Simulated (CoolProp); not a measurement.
Carbon dioxide along the isotherm 229 K: fugacity coefficient from the reference equation and from simpler models built on Tc = 304.1 K, pc = 73.77 bar, ω = 0.224; each cubic takes its own stable root.

Model: reference Helmholtz-energy equation of state, Span 1996, in CoolProp.

```
p (bar)   phase  reference  van der Waals  Redlich-Kwong  Soave-Redlich-Kwong  Peng-Robinson
-------  ------  ---------  -------------  -------------  -------------------  -------------
36.9     liquid     0.2216         0.5047         0.2940               0.2250         0.2202
73.8     liquid     0.1194         0.2843         0.1598               0.1220         0.1183
111      liquid    0.08553         0.2125         0.1155              0.08790        0.08444
148      liquid    0.06905         0.1788        0.09397              0.07137        0.06794
184      liquid    0.05964         0.1605        0.08176              0.06196        0.05848
221      liquid    0.05340         0.1493        0.07373              0.05577        0.05218
258      liquid    0.04917         0.1428        0.06836              0.05161        0.04787
295      liquid    0.04621         0.1393        0.06466              0.04874        0.04483
332      liquid    0.04411         0.1379        0.06210              0.04674        0.04262
369      liquid    0.04261         0.1381        0.06036              0.04536        0.04102
```
